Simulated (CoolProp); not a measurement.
R407C along the isotherm 205 K: Z from the reference equation and from simpler models built on Tc = 359.3 K, pc = 4.632 MPa, ω = 0.363; each cubic takes its own stable root.

Computed with CoolProp (reference Helmholtz-energy equation of state, Lemmon 2003). It is a pseudo-pure fit of the blend.

| p (MPa) | phase | reference | van der Waals | Soave-Redlich-Kwong |
|---|---|---|---|---|
| 0.0366 | liquid | 0.001273 | 0.9914 | 0.001432 |
| 0.0537 | liquid | 0.001868 | 0.9874 | 0.002101 |
| 0.0789 | liquid | 0.002744 | 0.9813 | 0.003086 |
| 0.116 | liquid | 0.004034 | 0.9723 | 0.004538 |
| 0.17 | liquid | 0.005912 | 0.9588 | 0.006649 |
| 0.249 | liquid | 0.008659 | 0.9385 | 0.009738 |
| 0.366 | liquid | 0.01273 | 0.02203 | 0.01431 |
| 0.537 | liquid | 0.01867 | 0.03230 | 0.02099 |
| 0.789 | liquid | 0.02742 | 0.04740 | 0.03083 |
| 1.16 | liquid | 0.04029 | 0.06956 | 0.04531 |
| 1.7 | liquid | 0.05901 | 0.1017 | 0.06636 |
| 2.49 | liquid | 0.08635 | 0.1484 | 0.09709 |

At some of these states van der Waals gives the other phase, because its saturation line lies elsewhere.
